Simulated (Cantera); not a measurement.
A freely propagating, adiabatic, planar premixed flame of CH4 : O2 : N2 : H2O = 1 : 2.04 : 6 : 0.85 (molar parts), equivalence ratio 0.98, unburnt at 548 K and 0.829 atm; mixture-averaged transport, grid criteria slope 0.08 and curve 0.16, no radiation.

Computed with Cantera and GRI-Mech 3.0 (53 species, 325 reactions). Burning velocities carry a grid error of a few per cent, more on coarse grids.

Task: Predict: laminar burning velocity; thermal thickness; peak x(H); peak x(CH2CO); peak x(CH3).

Result: 
```json
{
 "laminar_burning_velocity": "125 cm/s",
 "thermal_thickness": "0.383 mm",
 "peak x(H)": "0.00929",
 "peak x(CH2CO)": "0.000145",
 "peak x(CH3)": "0.00334"
}
```
